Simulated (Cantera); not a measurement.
A perfectly stirred reactor is fed with 0.711 % CO, 1.04 % O2, 3.41 % H2O, 94.8 % N2, at 760 Torr; it is held at 1175 K, and followed from long to short residence time.

Computed with Cantera and GRI-Mech 3.0 (53 species, 325 reactions).

x: mole fraction; the columns are a selection and need not sum to one.

| τ (s) | x CO | x O2 | x H2O | x NO | x CO2 | x H2 |
|---|---|---|---|---|---|---|
| 21 | 1.59e-5 | 0.00691 | 0.0343 | 7.73e-8 | 0.00712 | 1.23e-6 |
| 7.8 | 3.11e-5 | 0.00691 | 0.0343 | 7.45e-8 | 0.00711 | 2.40e-6 |
| 2.9 | 6.10e-5 | 0.00693 | 0.0342 | 6.17e-8 | 0.00708 | 4.68e-6 |
| 1.1 | 0.000118 | 0.00696 | 0.0342 | 4.68e-8 | 0.00702 | 9.01e-6 |
| 0.40 | 0.000231 | 0.00701 | 0.0342 | 3.47e-8 | 0.00691 | 1.77e-5 |
| 0.15 | 0.000439 | 0.00712 | 0.0342 | 2.81e-8 | 0.00670 | 3.33e-5 |
| 0.057 | 0.000811 | 0.00731 | 0.0342 | 2.67e-8 | 0.00632 | 5.97e-5 |
| 0.021 | 0.00148 | 0.00766 | 0.0341 | 2.88e-8 | (withheld) | 0.000102 |
| 0.0079 | 0.00255 | 0.00820 | 0.0340 | 2.99e-8 | (withheld) | 0.000154 |
| 0.0030 | 0.00401 | 0.00894 | 0.0339 | 2.31e-8 | (withheld) | 0.000192 |
| 0.0011 | 0.00563 | 0.00973 | 0.0339 | 8.88e-9 | (withheld) | 0.000168 |

Q: Fill in the missing entries.

A: 
- 0.021, x CO2: 0.00565
- 0.0079, x CO2: 0.00458
- 0.0030, x CO2: 0.00312
- 0.0011, x CO2: 0.00149
